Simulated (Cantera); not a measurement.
Cantera with NASA thermochemical tables; ideal gases at 1 bar, condensed phases pure. Values are per mole of reaction as written; species without (g) are pure solids or liquids, kept so even where they would boil at 1 bar.

TiCl3 + HCl(g) → TiCl4 + H(g)

| T (K) | ΔH° (kJ) | ΔS° (J/K) | ΔG° (kJ) | log10 K |
|---|---|---|---|---|
| 350 | 229.9 | 46.8 | 213.5 | -31.87 |
| 360 | 230.3 | 47.9 | 213.1 | -30.92 |
| 370 | 230.7 | 49.0 | 212.6 | -30.01 |
| 380 | 231.1 | 50.0 | 212.1 | -29.15 |
| 390 | (withheld) | (withheld) | (withheld) | (withheld) |
| 400 | 231.9 | 52.0 | 211.1 | -27.56 |
| 410 | 232.3 | 53.0 | 210.5 | -26.82 |
| 420 | 232.7 | 53.9 | 210.0 | -26.12 |
| 430 | 233.0 | 54.8 | 209.5 | -25.44 |
| 440 | (withheld) | (withheld) | (withheld) | (withheld) |
| 450 | (withheld) | (withheld) | (withheld) | (withheld) |

**Question.** Fill in the missing entries.

**Answer.** 
- 390, ΔH° (kJ): 231.5
- 390, ΔS° (J/K): 51.0
- 390, ΔG° (kJ): 211.6
- 390, log10 K: -28.34
- 440, ΔH° (kJ): 233.4
- 440, ΔS° (J/K): 55.7
- 440, ΔG° (kJ): 208.9
- 440, log10 K: -24.80
- 450, ΔH° (kJ): 233.8
- 450, ΔS° (J/K): 56.6
- 450, ΔG° (kJ): 208.4
- 450, log10 K: -24.18
